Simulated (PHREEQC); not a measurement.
AlCl3 is added in steps, without added water, to 1 kg of water holding 0.023 mol/kgw NaHCO3, 8.5e-05 mol/kgw NH3 and 0.098 mol/kgw LiCl, at 25 °C. Oxygen is held at 0.21 atm. CO2 is held at log p = -3.4 (atm). The run lets Al(OH)3(a), Halite, Nahcolite, Natron precipitate or redissolve, and no other solid.

Base run: PHREEQC, ion-association model, wateq4f.dat. Each further column changes one thing. The table gives HCO3- (mol/kgw).

```tsv
AlCl3 added (mol)	base	NH3 from 8.5e-05 to 0.000128 mol/kgw	LiCl from 0.098 to 0.049 mol/kgw	NaHCO3 left out
0	0.0156	0.0156	0.0158	8.44e-5
0.01667	3.06e-7	3.07e-7	2.84e-7	3.91e-8
0.04167	2.23e-7	2.23e-7	2.15e-7	2.57e-8
0.05833	2.07e-7	2.07e-7	2.01e-7	2.22e-8
0.08333	1.92e-7	1.92e-7	1.89e-7	1.91e-8
0.1	1.86e-7	1.86e-7	1.83e-7	1.77e-8
0.1167	1.81e-7	1.81e-7	1.78e-7	1.66e-8
0.1417	1.74e-7	1.74e-7	1.72e-7	1.52e-8
0.1583	1.71e-7	1.71e-7	1.69e-7	1.45e-8
0.1833	1.66e-7	1.66e-7	1.65e-7	1.36e-8
0.2	1.64e-7	1.64e-7	1.63e-7	1.31e-8
```

The ionic strength passes 0.7 mol/kgw, the rough limit of the ion-association models, in part of: base; NH3 from 8.5e-05 to 0.000128 mol/kgw; LiCl from 0.098 to 0.049 mol/kgw; NaHCO3 left out. Solids allowed in the column 'NaHCO3 left out': Al(OH)3(a).
